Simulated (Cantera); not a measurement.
Feed: 1 mol C2H4, 1.1 mol O2, 0.38 mol H2, held at 1373.15 K and 150000 Pa.

Cantera equilibrium calculation (NASA polynomials, part measured and part estimated; ideal gas, pure solids and liquids). Candidate condensed phases: C, C6H6, C7H8, C8H18, H2O; 110 gas species. Rates play no part.

Base state: H2 0.511, CO 0.443, H2O 0.0322, CO2 0.0136, CH4 9.72e-5 (mole fractions); condensed: gas only.

Task: What changes in the equilibrium state with this change: temperature from 1373.15 K to 2450 K?

Result: 
```
species   before     after
-------  -------  --------
H2         0.511     0.495
CO         0.443     0.448
H2O       0.0322    0.0393
H        1.95e-6    0.0115
CO2       0.0136   0.00588
OH       2.19e-9  0.000179
CH4      9.72e-5   1.40e-8
```

Task: What changes in the equilibrium state with this change: temperature from 1373.15 K to 998.15 K?

Result: 
```json
[
 {"species": "H2", "before": "0.511", "after": "0.473"},
 {"species": "CO", "before": "0.443", "after": "0.315"},
 {"species": "H2O", "before": "0.0322", "after": "0.0911"},
 {"species": "CO2", "before": "0.0136", "after": "0.0878"},
 {"species": "CH4", "before": "9.72e-5", "after": "0.0327"},
 {"species": "C(graphite), mol", "before": "0", "after": "0.353"}
]
```
